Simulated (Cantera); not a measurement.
Input: 1 mol SrCl₂, 0.065 mol HCl, 19 mol N₂, equilibrated at 63.0 Pa.

Equilibrium computed with Cantera from the NASA thermochemical tables; the gas is ideal and each condensed phase is pure. Candidate condensed phases: NH₄Cl, Sr, SrCl₂; 15 gas species. The numbers say what is thermodynamically allowed, not how fast it happens.

At 1552 °C, list the 6 most abundant gas species with their mole fractions, and the condensed phases.

N₂ 0.946, SrCl₂ 0.0493, HCl 0.00218, Cl 0.00153, SrCl 0.000437, H₂ 0.000362. Condensed: gas only.
